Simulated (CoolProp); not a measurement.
Saturation properties of oxygen.

Computed with CoolProp (reference Helmholtz-energy equation of state, Schmidt 1985).

```
T (K)  p (MPa)  vapour density (kg/m³)  enthalpy of vaporisation (kJ/kg)  surface tension (mN/m)  liquid viscosity (µPa s)
-----  -------  ----------------------  --------------------------------  ----------------------  ------------------------
116.3   0.8194                   31.61                             180.0                    6.95                       106
118.7   0.9473                   36.45                             176.0                    6.42                       100
121.2    1.095                   42.11                             171.5                    5.88                      94.9
123.6    1.252                   48.21                             166.9                    5.36                      89.9
126      1.425                   55.05                             162.0                    4.86                      85.1
128.5    1.622                   63.07                             156.6                    4.34                      80.4
130.9    1.829                   71.74                             151.0                    3.86                      75.9
133.3    2.054                   81.53                             145.0                    3.39                      71.6
135.8    2.309                   93.14                             138.1                    2.91                      67.3
138.2    2.575                   105.9                             131.0                    2.46                      63.2
140.6    2.862                   120.7                             123.1                    2.02                      59.2
143.1    3.185                   138.7                             113.9                    1.59                      55.1
145.5    3.520                   159.6                             103.8                    1.19                      51.0
```

It boils at 90.2 K under 1 atm.

Viscosity comes from a separate model (Lemmon 2004). Surface tension comes from a separate correlation (Mulero 2012).
